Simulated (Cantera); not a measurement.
A closed system holds: 1 mol CH₂F₂, 0.092 mol H₂, equilibrated at 0.140 bar.

These are equilibrium values from Cantera (NASA tables, ideal gas, pure condensed phases), not measurements of a reactor. Candidate condensed phases: C, C₆H₆, C₇H₈, C₈H₁₈; 95 gas species. Equilibrium is a limit: real reactors are often held back by kinetics, nucleation or transport.

x: gas mole fraction; n: condensed amount in mol.

| T (K) | x HF | x H | x H₂ | x F | x C₂H₂ (acetylene) | x CF | x C₃ | n C(graphite) |
|---|---|---|---|---|---|---|---|---|
| 1325 | 0.956 | 9.17e-7 | 0.0440 | 1.31e-10 | 3.74e-8 | <1e-12 | <1e-12 | 1.000 |
| 1525 | 0.956 | 1.33e-5 | 0.0440 | 9.45e-9 | 5.32e-7 | 1.94e-12 | <1e-12 | 1.000 |
| 1725 | 0.956 | 0.000104 | 0.0439 | 2.55e-7 | 4.05e-6 | 2.42e-10 | <1e-12 | 1.000 |
| 1925 | 0.956 | 0.000534 | 0.0437 | 3.50e-6 | 2.00e-5 | 1.10e-8 | … | 1.000 |
| 2125 | 0.955 | 0.00201 | 0.0429 | 2.97e-5 | 7.18e-5 | 2.46e-7 | … | 1.000 |
| 2325 | 0.953 | 0.00594 | 0.0408 | 0.000178 | 0.000199 | 3.24e-6 | … | 0.999 |
| 2525 | 0.948 | 0.0143 | 0.0365 | 0.000829 | 0.000438 | 2.92e-5 | … | 0.998 |
| 2725 | 0.937 | 0.0288 | 0.0298 | 0.00324 | 0.000768 | 0.000199 | … | 0.995 |
| 2925 | 0.913 | 0.0499 | 0.0224 | 0.0109 | 0.00112 | 0.00108 | … | 0.983 |

Question: Complete the blanks.

Answer: 
- 1925, x C₃: 2.90e-11
- 2125, x C₃: 3.57e-9
- 2325, x C₃: 1.89e-7
- 2525, x C₃: 5.22e-6
- 2725, x C₃: 8.73e-5
- 2925, x C₃: 0.000981
